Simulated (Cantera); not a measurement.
An isothermal plug-flow reactor at 725 K and 645 Torr (inlet), inlet velocity 3.5 m/s, active area per volume 140 1/m; feed H₂ : O₂ : N₂ : H₂O = 0.0027 : 0.018 : 0.79 : 0.076 (molar parts), equivalence ratio 0.075.

Computed with Cantera and Deutschmann's 1995 Pt surface mechanism with GRI-Mech 3.0 gas chemistry. Catalytic surfaces can have several steady states; this one follows from the mechanism file's or the stated starting coverage. Mass transfer to the wall is taken as infinitely fast.

Task: What does this change do: pressure from 645 Torr to 1430 Torr?

Result: 
| quantity | before | after |
|---|---|---|
| x(H₂) at z = 0.067 m | 4.35e-5 | 6.62e-5 |
| x(O₂) at z = 0.067 m | 0.0188 | 0.0188 |
| x(H₂O) at z = 0.067 m | 0.0888 | 0.0888 |
| θ(free Pt) at the exit | 0.0282 | 0.0215 |
| θ(O*) at the exit | 0.964 | 0.969 |
| θ(OH*) at the exit | 0.00755 | 0.00981 |

Task: What does this change do: temperature 725 to 748 K?

Result: 
```csv
quantity,before,after
x(H₂) at z = 0.067 m,4.35e-5,2.10e-5
x(O₂) at z = 0.067 m,0.0188,0.0188
x(H₂O) at z = 0.067 m,0.0888,0.0889
θ(free Pt) at the exit,0.0282,0.0382
θ(O*) at the exit,0.964,0.954
θ(OH*) at the exit,0.00755,0.00757
```
